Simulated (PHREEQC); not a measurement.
## Alkaline etch or developer: speciation

Dissolve 0.00102 mol/kgw KOH, 6.2e-05 mol/kgw NaAlO2 and 0.00052 mol/kgw Na2CO3 at 25 °C. Closed to the air; pH follows from the charge balance.

Computed with PHREEQC (ion-association model, phreeqc.dat).

```
Item                           Result
--------------------  ---------------
pH                              11.01
ionic strength        0.00255 mol/kgw
specific conductance        395 µS/cm
total alkalinity          2.31 meq/kg
```

```tsv
species	molality	activity	log γ
OH-	0.00110	0.00104	-0.024
Na+	0.00110	0.00104	-0.024
K+	0.00102	0.000964	-0.024
CO3-2	0.000436	0.000351	-0.095
HCO3-	7.70e-5	7.29e-5	-0.024
Al(OH)4-	6.20e-5	5.87e-5	-0.024
NaCO3-	7.15e-6	6.76e-6	-0.024
NaHCO3	4.25e-8	4.25e-8	0.000
CO2	1.60e-9	1.60e-9	0.000
```

Precipitation was switched off in this run.
